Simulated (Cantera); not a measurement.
A perfectly stirred reactor is fed with 34.5 % CH4, 65.5 % H2O, at 160000 Pa; it is held at 1700 K, and followed from long to short residence time.

Cantera simulation using GRI-Mech 3.0 (53 species, 325 reactions); the numbers are that mechanism's predictions, not measurements.

### Question
Predict: x(CH4) at τ = 4.00 s; x(H2O) at τ = 4.00 s; x(CO) at τ = 4.00 s; x(C2H4) at τ = 4.00 s; x(CH2CO) at τ = 4.00 s; x(CH4) at τ = 72.0 ms; x(H2O) at τ = 72.0 ms; x(CO) at τ = 72.0 ms; x(C2H4) at τ = 72.0 ms; x(CH2CO) at τ = 72.0 ms.

### Answer
```json
{
  "x(CH4) at τ = 4.00 s": "0.0184",
  "x(H2O) at τ = 4.00 s": "0.221",
  "x(CO) at τ = 4.00 s": "0.156",
  "x(C2H4) at τ = 4.00 s": "0.000537",
  "x(CH2CO) at τ = 4.00 s": "4.30e-6",
  "x(CH4) at τ = 72.0 ms": "0.0835",
  "x(H2O) at τ = 72.0 ms": "0.455",
  "x(CO) at τ = 72.0 ms": "0.0332",
  "x(C2H4) at τ = 72.0 ms": "0.00236",
  "x(CH2CO) at τ = 72.0 ms": "5.43e-5"
}
```
